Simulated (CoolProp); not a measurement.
Saturation properties of isobutene (Tc = 418.1 K, pc = 4016 kPa, ω = 0.193).

The numbers come from the reference Helmholtz-energy equation of state, Lemmon 2005 in CoolProp. It is a short technical equation, of lower accuracy than the large ones.

```json
[
 {"T (K)": "227.7", "p (kPa)": "16.70", "vapour density (kg/m³)": "0.5011", "enthalpy of vaporisation (kJ/kg)": "425.9"},
 {"T (K)": "240.4", "p (kPa)": "32.62", "vapour density (kg/m³)": "0.9342", "enthalpy of vaporisation (kJ/kg)": "415.0"},
 {"T (K)": "253", "p (kPa)": "58.73", "vapour density (kg/m³)": "1.614", "enthalpy of vaporisation (kJ/kg)": "403.8"},
 {"T (K)": "265.7", "p (kPa)": "99.57", "vapour density (kg/m³)": "2.640", "enthalpy of vaporisation (kJ/kg)": "392.1"},
 {"T (K)": "278.3", "p (kPa)": "159.3", "vapour density (kg/m³)": "4.099", "enthalpy of vaporisation (kJ/kg)": "379.8"},
 {"T (K)": "291", "p (kPa)": "244.1", "vapour density (kg/m³)": "6.133", "enthalpy of vaporisation (kJ/kg)": "366.7"},
 {"T (K)": "303.7", "p (kPa)": "359.6", "vapour density (kg/m³)": "8.875", "enthalpy of vaporisation (kJ/kg)": "352.6"},
 {"T (K)": "316.3", "p (kPa)": "510.7", "vapour density (kg/m³)": "12.47", "enthalpy of vaporisation (kJ/kg)": "337.5"},
 {"T (K)": "329", "p (kPa)": "706.4", "vapour density (kg/m³)": "17.19", "enthalpy of vaporisation (kJ/kg)": "320.9"}
]
```

It boils at 266.1 K under 1 atm.
